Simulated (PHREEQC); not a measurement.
PHREEQC input (Pitzer model, pitzer.dat):

```
SOLUTION 1
  temp 25
  units mol/kgw
  pH 7 charge
  Cl 0.5
  Na 0.5
END
SELECTED_OUTPUT 1
  -reset false
  -pH true
  -pe true
  -ionic_strength true
  -water true
  -totals C Cl Na
  -molalities H+ Na+ Cl- CO3-2 OH- HCO3- CO2
  -saturation_indices Halite Nahcolite Natron Trona
USER_PUNCH 1
  -headings p_CO2(g) phi_CO2(g) p_H2O(g) phi_H2O(g) density
  10 PUNCH PR_P("CO2(g)"), PR_PHI("CO2(g)"), PR_P("H2O(g)"), PR_PHI("H2O(g)"), RHO
PRINT
  -reset false
USE solution 1
REACTION_TEMPERATURE 1
  40
GAS_PHASE 1
  -fixed_pressure
  -pressure 2
  -temperature 40
  -volume 20
  CO2(g) 2
  H2O(g) 0
END
# ... the last block is repeated for the other 12 points of P (atm)
```

Selected output (columns that matter, 13 of 13 rows; P (atm) added in front):

```
P (atm)	pH	mu	C	Cl	Na	si_Halite	si_Nahcolite	si_Natron	si_Trona	p_CO2(g)	phi_CO2(g)	p_H2O(g)	phi_H2O(g)	density
2	3.7751	0.50073	0.042033	0.50052	0.50052	-2.5407	-3.7993	-10.458	-14.384	1.9272	0.99051	0.072806	0.98277	1.0121
5	3.5752	0.50086	0.10566	0.50053	0.50053	-2.5366	-3.595	-10.444	-14.171	4.9253	0.97633	0.074735	0.95825	1.0128
10	3.4296	0.50103	0.20741	0.50057	0.50057	-2.5301	-3.4424	-10.42	-14.006	9.9219	0.95298	0.07814	0.91793	1.0138
20	3.2913	0.5013	0.39506	0.50066	0.50066	-2.5182	-3.2912	-10.372	-13.83	19.914	0.90717	0.08578	0.83907	1.0158
30	3.2161	0.50154	0.56179	0.50078	0.50078	-2.5076	-3.2047	-10.326	-13.723	29.905	0.86246	0.094791	0.76226	1.0176
40	3.1668	0.50178	0.70782	0.50093	0.50093	-2.4985	-3.1457	-10.281	-13.645	39.894	0.81874	0.10564	0.68694	1.0191
50	3.1317	0.50207	0.83336	0.50115	0.50115	-2.4906	-3.1025	-10.237	-13.585	49.881	0.77582	0.11909	0.61223	1.0206
75	3.0791	0.50345	1.057	0.50241	0.50241	-2.4759	-3.036	-10.132	-13.489	74.821	0.66999	0.17899	0.41283	1.0234
100	3.0571	0.5107	1.1437	0.50961	0.50961	-2.4612	-3.0075	-10.029	-13.441	99.599	0.56118	0.40051	0.18741	1.0254
150	3.0335	0.51716	1.2152	0.51601	0.51601	-2.4515	-2.9831	-9.8395	-13.401	149.25	0.42456	0.7543	0.10289	1.0282
200	3.0141	0.52058	1.2673	0.51938	0.51938	-2.4479	-2.9658	-9.6554	-13.374	198.91	0.35463	1.091	0.073575	1.0308
300	2.9805	0.5248	1.3483	0.5235	0.5235	-2.4457	-2.9386	-9.2923	-13.333	298.24	0.28687	1.7608	0.048773	1.0356
400	2.9506	0.52739	1.412	0.52601	0.52601	-2.4464	-2.9162	-8.933	-13.301	397.58	0.25697	2.4193	0.03797	1.0402
```

Species that the database lacks are ignored. Constants without temperature data keep their 25 °C values here.
